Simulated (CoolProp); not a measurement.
Vapour pressure (MPa) of propane: the reference equation beside estimates from Tc = 96.7 °C, pc = 4.251 MPa, ω = 0.152. Clausius-Clapeyron is anchored at -33.75 °C with a constant enthalpy of vaporisation of 18.37 kJ/mol.

Values from CoolProp's reference Helmholtz-energy equation of state, Lemmon 2009.

```tsv
T (°C)	reference	Lee-Kesler	Clausius-Clapeyron	van der Waals	Redlich-Kwong	Soave-Redlich-Kwong
-42.35	0.1003	0.09904	0.1024	0.4613	0.1298	…
-33.75	0.1444	0.1433	0.1444	0.5642	0.1849	0.1434
-25.15	0.2023	0.2015	0.1989	0.6815	0.2556	0.2015
-16.45	0.2773	0.2772	0.2690	0.8154	0.3455	0.2770
-7.85	0.3705	0.3711	0.3556	0.9637	0.4549	0.3712
0.75	0.4854	0.4870	0.4619	1.128	0.5872	0.4876
9.35	0.6250	0.6275	0.5904	1.310	0.7446	0.6293
18.05	0.7943	0.7976	0.7458	1.512	0.9317	0.8015
26.65	0.9927	0.9965	0.9272	1.731	1.146	1.004
35.25	1.225	1.229	1.139	1.968	1.393	1.240
43.95	1.499	1.502	1.386	2.227	…	1.519
52.55	1.810	1.813	1.666	2.504	1.993	1.836
61.15	2.167	2.170	1.984	2.800	2.347	2.198
69.85	2.579	2.581	2.346	…	2.745	2.614
78.45	3.042	3.045	2.746	3.460	3.180	3.077
```

Problem. Some entries are withheld; supply them.

Solution. 
- -42.35, Soave-Redlich-Kwong: 0.09921
- 43.95, Redlich-Kwong: 1.676
- 69.85, van der Waals: 3.121

Absolute difference from the reference over all 15 rows, mean and median: Lee-Kesler 0.3 and 0.3 %, Clausius-Clapeyron 5.6 and 6.1 %, van der Waals 124.0 and 90.4 %, Redlich-Kwong 17.3 and 17.3 %, Soave-Redlich-Kwong 0.9 and 1.1 %.
